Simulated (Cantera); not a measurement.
A closed system holds: 1 mol Si, 5.6 mol HCl, 15 mol H2, equilibrated at 875 K and 1200 Torr.

Equilibrium computed with Cantera from the NASA thermochemical tables; the gas is ideal and each condensed phase is pure. Candidate condensed phases: Si; 19 gas species. The numbers say what is thermodynamically allowed, not how fast it happens.

### Question
What is the equilibrium state?

### Answer
```
Quantity                              Value
--------------------------------  ---------
x(H2)                                 0.866
x(HCl)                               0.0828
x(SiCl4)                             0.0499
x(SiHCl3)                           0.00114
x(SiCl3)                            2.68e-6
x(SiH2Cl2)                          2.39e-6
gas amount                        19.60 mol
log10 activity of Si(s) (absent)      -6.08
```
